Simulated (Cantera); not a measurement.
Input: 1 mol Cr2O3, 0.92 mol H2, 3 mol H2O, at 2198.15 K and 13000 Pa.

Equilibrium computed with Cantera from the NASA thermochemical tables; the gas is ideal and each condensed phase is pure. Equilibrium is a limit: real reactors are often held back by kinetics, nucleation or transport.

```tsv
species	before	after
H2O	0.757	0.688
H2	0.231	0.216
H	0.00744	0.0489
OH	0.00339	0.0217
CrO2	0.000168	0.00769
Cr	5.58e-5	0.00269
CrO	0.000151	0.00710
O	7.58e-5	0.00343
CrO3	4.67e-7	2.09e-5
O2	0.000105	0.00462
Cr2O3(s), mol	0.999	0.963
```
Gas species are given as mole fractions.

Q: Name the change that produced these shifts.
A) pressure from 13000 Pa to 280 Pa
B) temperature from 2198.15 K to 1173.15 K
C) pressure from 13000 Pa to 360000 Pa
D) H2 from 0.92 to 56 mol

A: A, pressure from 13000 Pa to 280 Pa
